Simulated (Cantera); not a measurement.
Mixture: CH4 : C2H6 : C3H8 : O2 : N2 = 1 : 0.038 : 0.09 : 1.36 : 5.11 (molar parts), equivalence ratio 1.9, at 750 Torr, adiabatic and at constant pressure. Ignition delay is the time to a rise of 400 K.

Computed with Cantera and GRI-Mech 3.0 (53 species, 325 reactions).

Question: What does this change do: 0.62 parts H2 added?

Answer: 
```json
[
 {"quantity": "delay at 1075 K", "before": "0.102 s", "after": "10.6 ms"},
 {"quantity": "delay at 1150 K", "before": "27.5 ms", "after": "4.52 ms"},
 {"quantity": "delay at 1225 K", "before": "7.67 ms", "after": "2.01 ms"},
 {"quantity": "delay at 1300 K", "before": "2.41 ms", "after": "0.912 ms"},
 {"quantity": "delay at 1375 K", "before": "0.880 ms", "after": "0.430 ms"},
 {"quantity": "delay at 1450 K", "before": "0.375 ms", "after": "0.218 ms"},
 {"quantity": "delay at 1525 K", "before": "0.183 ms", "after": "0.120 ms"},
 {"quantity": "apparent activation energy between 1375 and 1525 K", "before": "180 kJ/mol", "after": "150 kJ/mol"}
]
```

Question: What does this change do: pressure from 750 Torr to 7500 Torr?

Answer: 
```tsv
quantity	before	after
delay at 1075 K	0.102 s	10.7 ms
delay at 1150 K	27.5 ms	4.09 ms
delay at 1225 K	7.67 ms	1.51 ms
delay at 1300 K	2.41 ms	0.559 ms
delay at 1375 K	0.880 ms	0.217 ms
delay at 1450 K	0.375 ms	91.6 µs
delay at 1525 K	0.183 ms	42.9 µs
apparent activation energy between 1375 and 1525 K	180 kJ/mol	190 kJ/mol
```
